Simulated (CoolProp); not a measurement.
Vapour-liquid equilibrium of R143a (1) + dimethyl ether (2) at 244.1 K; x and y are mole fractions of (1).

The numbers come from the multi-fluid Helmholtz-energy mixture model, Lemmon and Jacobsen 2000 and Wu 2011; pair parameters Bell 2016 in CoolProp.

Task: Give the bubble pressure and the first vapour's composition at x = 0.125, 0.2, 0.65. Is there an azeotrope?

Result: x = 0.125: 1.053 bar, y = 0.294; x = 0.2: 1.171 bar, y = 0.415; x = 0.65: 1.792 bar, y = 0.815. No azeotrope shows between x = 0.05 and 0.95.

The pair parameters rest on a limited set of measurements; away from them the model extrapolates.
